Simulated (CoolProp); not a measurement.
Vapour-liquid equilibrium of benzene (1) + cyclohexane (2) at 845 kPa; x and y are mole fractions of (1).

Model: multi-fluid Helmholtz-energy mixture model, Thol 2012 and Zhou 2014; pair parameters Bell 2016, in CoolProp.

```json
[
 {"x": "0.05", "bubble temperature, mixture model (°C)": "171.5", "bubble temperature, Raoult's law (°C)": "172.2", "y, mixture model": "0.062", "y, Raoult's law": "0.053"},
 {"x": "0.125", "bubble temperature, mixture model (°C)": "170.3", "bubble temperature, Raoult's law (°C)": "172.0", "y, mixture model": "0.149", "y, Raoult's law": "0.132"},
 {"x": "0.2", "bubble temperature, mixture model (°C)": "169.3", "bubble temperature, Raoult's law (°C)": "171.7", "y, mixture model": "0.230", "y, Raoult's law": "0.210"},
 {"x": "0.275", "bubble temperature, mixture model (°C)": "___", "bubble temperature, Raoult's law (°C)": "171.5", "y, mixture model": "0.306", "y, Raoult's law": "0.287"},
 {"x": "0.35", "bubble temperature, mixture model (°C)": "167.8", "bubble temperature, Raoult's law (°C)": "171.2", "y, mixture model": "0.378", "y, Raoult's law": "0.363"},
 {"x": "0.425", "bubble temperature, mixture model (°C)": "167.3", "bubble temperature, Raoult's law (°C)": "171.0", "y, mixture model": "0.448", "y, Raoult's law": "0.439"},
 {"x": "0.5", "bubble temperature, mixture model (°C)": "___", "bubble temperature, Raoult's law (°C)": "170.7", "y, mixture model": "0.515", "y, Raoult's law": "0.515"},
 {"x": "0.575", "bubble temperature, mixture model (°C)": "166.8", "bubble temperature, Raoult's law (°C)": "170.5", "y, mixture model": "0.581", "y, Raoult's law": "0.589"},
 {"x": "0.65", "bubble temperature, mixture model (°C)": "166.7", "bubble temperature, Raoult's law (°C)": "170.3", "y, mixture model": "0.647", "y, Raoult's law": "0.663"},
 {"x": "0.725", "bubble temperature, mixture model (°C)": "___", "bubble temperature, Raoult's law (°C)": "170.0", "y, mixture model": "0.715", "y, Raoult's law": "0.736"},
 {"x": "0.8", "bubble temperature, mixture model (°C)": "167.2", "bubble temperature, Raoult's law (°C)": "169.8", "y, mixture model": "0.785", "y, Raoult's law": "0.809"},
 {"x": "0.875", "bubble temperature, mixture model (°C)": "167.7", "bubble temperature, Raoult's law (°C)": "169.6", "y, mixture model": "0.860", "y, Raoult's law": "0.881"},
 {"x": "0.95", "bubble temperature, mixture model (°C)": "168.5", "bubble temperature, Raoult's law (°C)": "169.3", "y, mixture model": "___", "y, Raoult's law": "0.953"}
]
```

**Question.** Fill in the missing entries.

**Answer.** 
- 0.275, bubble temperature, mixture model (°C): 168.4
- 0.5, bubble temperature, mixture model (°C): 167.0
- 0.725, bubble temperature, mixture model (°C): 166.9
- 0.95, y, mixture model: 0.941

The largest gap from Raoult's law is -3.7 K in bubble temperature, at x = 0.5. y crosses x between x = 0.575 and 0.65: the model has an azeotrope there.

Pair parameters are fitted to limited data, so mixtures are less certain than the pure fluids.
